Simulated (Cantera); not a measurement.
Feed: 1 mol C3H6, 0.012 mol NH3, 69 mol H2, at 1400 K and 0.0100 bar.

Cantera equilibrium calculation (NASA polynomials, part measured and part estimated; ideal gas, pure solids and liquids). Candidate condensed phases: C, C6H6, C7H8, C8H18; 92 gas species. The numbers say what is thermodynamically allowed, not how fast it happens.

Base state: H2 1.000, N2 8.10e-5, H 4.86e-5, CH4 4.32e-5 (mole fractions); condensed: C(graphite).

Task: What changes in the equilibrium state with this change: NH3 from 0.012 to 2.8 mol?

Result: 
```json
[
 {"species": "H2", "before": "1.000", "after": "0.982"},
 {"species": "N2", "before": "8.10e-5", "after": "0.0180"},
 {"species": "HCN", "before": "4.47e-6", "after": "6.60e-5"},
 {"species": "CH4", "before": "4.32e-5", "after": "4.16e-5"},
 {"species": "H", "before": "4.86e-5", "after": "4.82e-5"},
 {"species": "C(graphite), mol", "before": "3.00", "after": "2.99"}
]
```

Task: What changes in the equilibrium state with this change: NH3 from 0.012 to 0.69 mol?

Result: 
```json
[
 {"species": "H2", "before": "1.000", "after": "0.995"},
 {"species": "N2", "before": "8.10e-5", "after": "0.00468"},
 {"species": "H", "before": "4.86e-5", "after": "4.85e-5"},
 {"species": "HCN", "before": "4.47e-6", "after": "3.39e-5"},
 {"species": "CH4", "before": "4.32e-5", "after": "4.28e-5"},
 {"species": "C(graphite), mol", "before": "3.00", "after": "2.99"}
]
```

Task: What changes in the equilibrium state with this change: 0.27 mol O2 added?

Result: 
| species | before | after |
|---|---|---|
| H2 | 1.000 | 0.992 |
| CO | 0 | 0.00744 |
| N2 | 8.10e-5 | 8.04e-5 |
| CH4 | 4.32e-5 | 4.25e-5 |
| H | 4.86e-5 | 4.85e-5 |
| C(graphite), mol | 3.00 | 2.46 |
Further candidate phases: H2O.
